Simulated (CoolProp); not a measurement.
Computed with CoolProp (reference Helmholtz-energy equation of state, Lemmon 2006). It is a short technical equation, of lower accuracy than the large ones.

Task: For nitrous oxide, give the phase and the speed of sound (m/s), Joule-Thomson coefficient (K/MPa), expansivity (1/kK) at 151.15 °C and 300 bar.

Result: 
- 151.15 °C and 300 bar: supercritical; speed of sound 381, Joule-Thomson coefficient 1.36, expansivity 5.30
